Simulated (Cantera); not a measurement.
An isothermal plug-flow reactor at 900 K and 500000 Pa (inlet), inlet velocity 4.3 m/s, active area per volume 7500 1/m; feed 2.81 % CO, 18.0 % O2, 79.2 % N2.

Computed with Cantera and Deutschmann's 1995 Pt surface mechanism with GRI-Mech 3.0 gas chemistry. Catalytic surfaces can have several steady states; this one follows from the mechanism file's or the stated starting coverage. Mass transfer to the wall is taken as infinitely fast.

One state of this run: x CO = 2.43e-10; x O2 = 0.169; x H2O = <1e-12; x CO2 = 0.0285; θ free Pt = 0.0467; θ O* = 0.953; θ CO* = 5.66e-11. x: gas mole fraction; θ: surface coverage.

Problem. Which value of z (m) does it belong to?
A. 0.00028
B. 0.013
C. 0.0006
D. 0.0028

Solution. B, 0.013
